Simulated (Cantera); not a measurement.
An adiabatic, constant-volume homogeneous reactor starts with CH4 : O2 : N2 : CO2 = 1 : 5.71 : 21.5 : 2 (molar parts), equivalence ratio 0.35, at 1448 K and 17.0 bar. Integrator tolerance rtol = 1e-08.

Cantera simulation using GRI-Mech 3.0 (53 species, 325 reactions); the numbers are that mechanism's predictions, not measurements. The pressure lies above the range GRI-Mech 3.0 was tuned for (to about 10 atm).

### Question
What does this change do: CO2 2 to 3.7 parts?

### Answer
```
quantity                                                              before                                      after
---------------------------------  -----------------------------------------  -----------------------------------------
time of steepest temperature rise                                   0.145 ms                                   0.156 ms
temperature at 2.00 s                                                 2262 K                                     2200 K
equilibrium temperature                                               2262 K                                     2200 K
x(CH4) at 2.00 s                       <1e-12 (gas-phase equilibrium <1e-12)      <1e-12 (gas-phase equilibrium <1e-12)
x(O2) at 2.00 s                          0.117 (gas-phase equilibrium 0.117)        0.112 (gas-phase equilibrium 0.112)
x(CO2) at 2.00 s                       0.0987 (gas-phase equilibrium 0.0987)        0.147 (gas-phase equilibrium 0.147)
x(C2H2) at 2.00 s                      <1e-12 (gas-phase equilibrium <1e-12)      <1e-12 (gas-phase equilibrium <1e-12)
x(HO2) at 2.00 s                     8.54e-6 (gas-phase equilibrium 8.54e-6)    6.52e-6 (gas-phase equilibrium 6.52e-6)
x(CH2O) at 2.00 s                      <1e-12 (gas-phase equilibrium <1e-12)      <1e-12 (gas-phase equilibrium <1e-12)
x(O) at 2.00 s                     0.000265 (gas-phase equilibrium 0.000265)  0.000179 (gas-phase equilibrium 0.000179)
```
